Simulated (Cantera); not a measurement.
A Cantera script and its output.

```python
import numpy as np
import cantera as ct

gas = ct.Solution("h2o2.yaml")
gas.TPX = 1375, 1900, {'H2': 0.011, 'O2': 1}
inlet = ct.Reservoir(gas, clone=True)

reactor = ct.IdealGasConstPressureReactor(gas, energy="off", clone=False)
exhaust = ct.Reservoir(gas, clone=True)
tau = [1.6, 0.74, 0.34, 0.16, 0.071, 0.033, 0.015, 0.0069, 0.0032, 0.0014, 0.00066][0]
for a, b in ((inlet, reactor), (reactor, exhaust)):
    ct.MassFlowController(a, b, mdot=lambda t: reactor.mass / tau)
net = ct.ReactorNet([reactor])
show = ['H2', 'O2', 'H2O', 'O', 'HO2']

rows = []
print(f"{'tau/s':>10s}{'T/K':>9s}" + "".join(f"{s:>11s}" for s in show))
for tau in [1.6, 0.74, 0.34, 0.16, 0.071, 0.033, 0.015, 0.0069, 0.0032, 0.0014, 0.00066]:
    net.initial_time = 0.0
    net.advance(30 * tau)
    before = gas.X
    net.advance(40 * tau)
    drift = np.max(np.abs(gas.X - before) / (gas.X + 1e-9))
    rows.append([gas.T, *gas[show].X, drift])
    print(f"{tau:10.3e}{gas.T:9.1f}" + "".join(f"{x:11.3e}" for x in gas[show].X))
```

Output:

```
     tau/s      T/K         H2         O2        H2O          O        HO2
 1.600e+00   1375.0  1.932e-05  9.869e-01  1.058e-02  1.843e-03  2.907e-07
 7.400e-01   1375.0  2.981e-05  9.858e-01  1.048e-02  2.817e-03  3.736e-07
 3.400e-01   1375.0  4.581e-05  9.845e-01  1.035e-02  4.099e-03  4.628e-07
 1.600e-01   1375.0  6.963e-05  9.830e-01  1.021e-02  5.503e-03  5.467e-07
 7.100e-02   1375.0  1.125e-04  9.815e-01  1.004e-02  6.904e-03  6.268e-07
 3.300e-02   1375.0  1.872e-04  9.804e-01  9.859e-03  7.841e-03  6.934e-07
 1.500e-02   1375.0  3.390e-04  9.799e-01  9.590e-03  8.294e-03  7.630e-07
 6.900e-03   1375.0  6.407e-04  9.798e-01  9.149e-03  8.236e-03  8.432e-07
 3.200e-03   1375.0  1.229e-03  9.802e-01  8.402e-03  7.679e-03  9.310e-07
 1.400e-03   1375.0  2.474e-03  9.813e-01  7.026e-03  6.430e-03  1.005e-06
 6.600e-04   1375.0  4.602e-03  9.833e-01  4.981e-03  4.535e-03  9.973e-07
```

Detailed kinetics in Cantera: the H2/O2 subset of GRI-Mech 3.0, which has no nitrogen chemistry. Radical loss at walls, strong at low pressure, is not modelled.
